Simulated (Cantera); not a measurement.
An isothermal, constant-pressure homogeneous reactor starts with 0.190 % CO, 6.78 % O2, 2.62 % H2O, 90.4 % N2, equivalence ratio 0.014, at 1498 K and 143 Torr.

Detailed kinetics in Cantera: GRI-Mech 3.0 (53 species, 325 reactions).

x: mole fraction; the columns are a selection and need not sum to one.

| t (s) | x CO | x O2 | x H2O | x H2O2 | x H2 | x N2O |
|---|---|---|---|---|---|---|
| 8.00e-5 | 0.00190 | 0.0678 | 0.0262 | 1.18e-11 | 1.71e-11 | <1e-12 |
| 0.000363 | 0.00190 | 0.0678 | 0.0262 | 6.51e-11 | 6.11e-10 | 1.51e-12 |
| 0.00165 | 0.00190 | 0.0678 | 0.0262 | 2.01e-10 | 3.39e-8 | 1.46e-11 |
| 0.00750 | 0.00125 | 0.0673 | 0.0259 | 2.37e-8 | 4.75e-5 | 1.64e-8 |
| 0.0341 | ? | 0.0668 | 0.0261 | ? | ? | ? |
| 0.155 | ? | 0.0669 | 0.0262 | ? | ? | ? |
| 0.704 | 9.47e-8 | 0.0669 | 0.0262 | 6.78e-10 | 4.95e-7 | 3.18e-8 |
| 3.20 | 8.06e-8 | 0.0669 | 0.0262 | 6.07e-10 | 4.31e-7 | 2.10e-8 |
| 14.5 | 8.06e-8 | 0.0669 | 0.0262 | 6.07e-10 | 4.31e-7 | 2.10e-8 |
| 66.0 | 8.06e-8 | 0.0669 | 0.0262 | 6.07e-10 | 4.31e-7 | 2.10e-8 |
| 300 | 8.06e-8 | 0.0669 | 0.0262 | 6.07e-10 | 4.31e-7 | 2.10e-8 |

Problem. Some entries are withheld; supply them.

Solution. 
- 0.0341, x CO: 6.46e-6
- 0.0341, x H2O2: 1.46e-8
- 0.0341, x H2: 2.27e-5
- 0.0341, x N2O: 1.97e-7
- 0.155, x CO: 4.62e-7
- 0.155, x H2O2: 2.26e-9
- 0.155, x H2: 2.08e-6
- 0.155, x N2O: 1.61e-7
